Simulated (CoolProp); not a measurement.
C3F8 (R218) along the isobar 141 bar: Z from the reference equation and from simpler models built on Tc = 345.0 K, pc = 26.40 bar, ω = 0.317; each cubic takes its own stable root.

The numbers come from the reference Helmholtz-energy equation of state, Lemmon 2006 in CoolProp. It is a short technical equation, of lower accuracy than the large ones.

```tsv
T (K)	phase	reference
173.3	liquid	0.9848
185.9	liquid	0.9381
198.5	liquid	0.8981
211.1	liquid	0.8637
223.7	liquid	0.8342
236.4	liquid	0.8086
249	liquid	0.7870
261.6	liquid	0.7688
274.2	liquid	0.7537
286.8	liquid	0.7415
299.4	liquid	0.7321
```

How far does each simpler model (van der Waals, Redlich-Kwong, Soave-Redlich-Kwong, Peng-Robinson) lie from the reference over these 11 states: mean and median of the absolute difference, and the worst?


- van der Waals: mean 49.0 %, median 49.3 %, worst +56.3 % at 173.3 K and 141 bar
- Redlich-Kwong: mean 6.3 %, median 6.2 %, worst +7.9 % at 173.3 K and 141 bar
- Soave-Redlich-Kwong: mean 3.7 %, median 3.4 %, worst +5.8 % at 173.3 K and 141 bar
- Peng-Robinson: mean 7.5 %, median 8.0 %, worst -8.4 % at 274.2 K and 141 bar
